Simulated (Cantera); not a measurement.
A perfectly stirred reactor is fed with CH4 : C2H6 : C3H8 : O2 : N2 = 1 : 1.5 : 0.93 : 6.37 : 24 (molar parts), equivalence ratio 1.9, at 0.380 bar; it is adiabatic with a 725 K inlet, and is followed from long to short residence time, starting on the burning branch (τ in s: 0.063, 0.027, 0.012, 0.0051, 0.0022, 0.00096, 0.00041, 0.00018, 7.7e-05, 3.4e-05, 1.5e-05, 6.3e-06).

Detailed kinetics in Cantera: GRI-Mech 3.0 (53 species, 325 reactions). GRI-Mech 3.0 was tuned for natural gas; its chemistry of propane as a main component is partial and can be far from experiment.

x: mole fraction; the columns are a selection and need not sum to one.

```json
[
 {"τ (s)": "0.063", "T (K)": "2009", "x CH4": "0.000770", "x C2H6": "1.93e-6", "x C3H8": "7.43e-7", "x OH": "[?]", "x H2O": "0.121"},
 {"τ (s)": "0.027", "T (K)": "2007", "x CH4": "0.00106", "x C2H6": "4.23e-6", "x C3H8": "1.58e-6", "x OH": "[?]", "x H2O": "0.123"},
 {"τ (s)": "0.012", "T (K)": "2003", "x CH4": "0.00140", "x C2H6": "8.92e-6", "x C3H8": "3.28e-6", "x OH": "[?]", "x H2O": "0.125"},
 {"τ (s)": "0.0051", "T (K)": "1995", "x CH4": "0.00186", "x C2H6": "1.99e-5", "x C3H8": "7.19e-6", "x OH": "[?]", "x H2O": "0.128"},
 {"τ (s)": "0.0022", "T (K)": "1978", "x CH4": "0.00253", "x C2H6": "4.60e-5", "x C3H8": "1.62e-5", "x OH": "[?]", "x H2O": "0.131"},
 {"τ (s)": "0.00096", "T (K)": "1940", "x CH4": "0.00369", "x C2H6": "0.000119", "x C3H8": "4.03e-5", "x OH": "[?]", "x H2O": "0.133"},
 {"τ (s)": "0.00041", "T (K)": "725", "x CH4": "0.0296", "x C2H6": "0.0444", "x C3H8": "0.0275", "x OH": "<1e-12", "x H2O": "<1e-12"},
 {"τ (s)": "0.00018", "T (K)": "725", "x CH4": "0.0296", "x C2H6": "0.0444", "x C3H8": "0.0275", "x OH": "<1e-12", "x H2O": "<1e-12"},
 {"τ (s)": "7.7e-5", "T (K)": "725", "x CH4": "0.0296", "x C2H6": "0.0444", "x C3H8": "0.0275", "x OH": "<1e-12", "x H2O": "<1e-12"},
 {"τ (s)": "3.4e-5", "T (K)": "725", "x CH4": "0.0296", "x C2H6": "0.0444", "x C3H8": "0.0275", "x OH": "<1e-12", "x H2O": "<1e-12"},
 {"τ (s)": "1.5e-5", "T (K)": "725", "x CH4": "0.0296", "x C2H6": "0.0444", "x C3H8": "0.0275", "x OH": "<1e-12", "x H2O": "<1e-12"},
 {"τ (s)": "6.3e-6", "T (K)": "725", "x CH4": "0.0296", "x C2H6": "0.0444", "x C3H8": "0.0275", "x OH": "<1e-12", "x H2O": "<1e-12"}
]
```

**Question.** Complete the blanks.

**Answer.** 
- 0.063, x OH: 0.000224
- 0.027, x OH: 0.000272
- 0.012, x OH: 0.000329
- 0.0051, x OH: 0.000401
- 0.0022, x OH: 0.000474
- 0.00096, x OH: 0.000523
